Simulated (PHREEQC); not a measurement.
Make-up at 25 °C: 97 mmol/kgw CdCl2 and 0.3 mmol/kgw ZnCl2. Closed to the air; pH follows from the charge balance.

Model: ion-association model, phreeqc.dat, run in PHREEQC.

```
Item                    Value
--------------  -------------
pH                       5.39
ionic strength  0.120 mol/kgw
density           1.012 g/cm³
```

| species | molality | activity | log γ |
|---|---|---|---|
| Cl- | 0.0999 | 0.0753 | -0.123 |
| CdCl+ | 0.0624 | 0.0481 | -0.113 |
| Cd+2 | 0.0189 | 0.00670 | -0.452 |
| CdCl2 | 0.0147 | 0.0151 | 0.012 |
| CdCl3- | 0.000931 | 0.000718 | -0.113 |
| Zn+2 | 0.000272 | 9.65e-5 | -0.451 |
| ZnCl+ | 2.59e-5 | 1.96e-5 | -0.121 |
| H+ | 5.02e-6 | 4.10e-6 | -0.087 |
| CdOHCl | 4.70e-6 | 4.83e-6 | 0.012 |
| ZnCl2 | 1.50e-6 | 1.54e-6 | 0.012 |

This is a speciation only: nothing precipitates in the calculation. Species that the database lacks are ignored.
